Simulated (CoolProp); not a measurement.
The fluid at 263.2 K and 0.0865 MPa expands adiabatically to 0.00641 MPa with isentropic efficiency 0.7. The same conditions are run with several fluids, on thermodynamics alone (safety and materials aside).

The numbers come from the reference Helmholtz-energy equation of state of each fluid (fluoroethane (R161): Wu 2012; nitrogen: Span 2000; R125: Lemmon 2005) in CoolProp.

Problem. Rank fluoroethane (R161), nitrogen, R125 by work (kJ/kg), highest first.

Solution. nitrogen (100), fluoroethane (R161) (67.3), R125 (28.9)

| fluid | final temperature (K) | final density (kg/m³) |
|---|---|---|
| fluoroethane (R161) | 196.8 | 0.189 |
| nitrogen | 166.5 | 0.130 |
| R125 | 219.8 | 0.422 |
